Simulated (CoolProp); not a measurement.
Saturated liquid density (kg/m³) of R124: the reference equation beside estimates from Tc = 395.4 K, pc = 3624 kPa, ω = 0.288.

Values from CoolProp's reference Helmholtz-energy equation of state, de Vries 1995.

```json
[
 {"T (K)": "302", "reference": "1342", "Redlich-Kwong": "1154", "Peng-Robinson": "1378"},
 {"T (K)": "305.3", "reference": "1330", "Redlich-Kwong": "1141", "Peng-Robinson": "1364"},
 {"T (K)": "308.6", "reference": "1318", "Redlich-Kwong": "1128", "Peng-Robinson": "1349"},
 {"T (K)": "312", "reference": "1306", "Redlich-Kwong": "1114", "Peng-Robinson": "1334"},
 {"T (K)": "315.3", "reference": "1294", "Redlich-Kwong": "1100", "Peng-Robinson": "1318"},
 {"T (K)": "318.6", "reference": "1281", "Redlich-Kwong": "1086", "Peng-Robinson": "(withheld)"},
 {"T (K)": "322", "reference": "1268", "Redlich-Kwong": "1071", "Peng-Robinson": "(withheld)"},
 {"T (K)": "325.3", "reference": "1255", "Redlich-Kwong": "1056", "Peng-Robinson": "1268"},
 {"T (K)": "328.6", "reference": "1241", "Redlich-Kwong": "(withheld)", "Peng-Robinson": "1251"},
 {"T (K)": "332", "reference": "1227", "Redlich-Kwong": "1025", "Peng-Robinson": "1232"},
 {"T (K)": "335.3", "reference": "1213", "Redlich-Kwong": "1009", "Peng-Robinson": "1213"},
 {"T (K)": "338.6", "reference": "1198", "Redlich-Kwong": "992.5", "Peng-Robinson": "1193"},
 {"T (K)": "342", "reference": "1182", "Redlich-Kwong": "975.0", "Peng-Robinson": "1172"},
 {"T (K)": "345.3", "reference": "1167", "Redlich-Kwong": "957.4", "Peng-Robinson": "1151"}
]
```

Complete the blanks.


- 318.6, Peng-Robinson: 1302
- 322, Peng-Robinson: 1285
- 328.6, Redlich-Kwong: 1041

Absolute difference from the reference over all 14 rows, mean and median: Redlich-Kwong 15.8 and 15.7 %, Peng-Robinson 1.4 and 1.4 %.
